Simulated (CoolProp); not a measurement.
Vapour-liquid equilibrium of cyclohexane (1) + n-heptane (2) at 455.1 K; x and y are mole fractions of (1).

The numbers come from the multi-fluid Helmholtz-energy mixture model, Zhou 2014 and Span 2003; pair parameters Bell 2016 in CoolProp.

Task: Give the bubble pressure and the first vapour's composition at x = 0.05, 0.575, 0.8. Is there an azeotrope?

Result: x = 0.05: 0.7245 MPa, y = 0.064; x = 0.575: 0.8786 MPa, y = 0.638; x = 0.8: 0.9433 MPa, y = 0.837. No azeotrope shows between x = 0.05 and 0.95.

Pair parameters are fitted to limited data, so mixtures are less certain than the pure fluids.
